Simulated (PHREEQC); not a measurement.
1 kg of water holding 0.14 mol/kgw KCl meets 20 L of dry gas (CO2 1 by moles) at fixed total pressure, at 40 °C; fugacities by Peng-Robinson. The gases take part in no redox reaction, some water evaporates into the gas, and hydrates or a liquid gas phase aren't modelled. No solid was allowed to form.

Equilibrium calculation in PHREEQC: ion-association model, phreeqc.dat.

```csv
P (atm),dissolved CO2 (all carbonate carbon) (mol/kgw),φ of CO2,pH
2,0.0440,0.991,3.81
5,0.111,0.976,3.61
10,0.218,0.953,3.46
30,0.589,0.863,3.25
40,0.742,0.819,3.20
50,0.873,0.776,3.16
75,1.11,0.670,3.11
100,1.20,0.562,3.09
200,1.33,0.355,3.04
300,1.41,0.287,3.01
400,1.48,0.257,2.98
```

Away from 25 °C the constants follow the database's enthalpies or fits; those with neither stay at their 25 °C values.
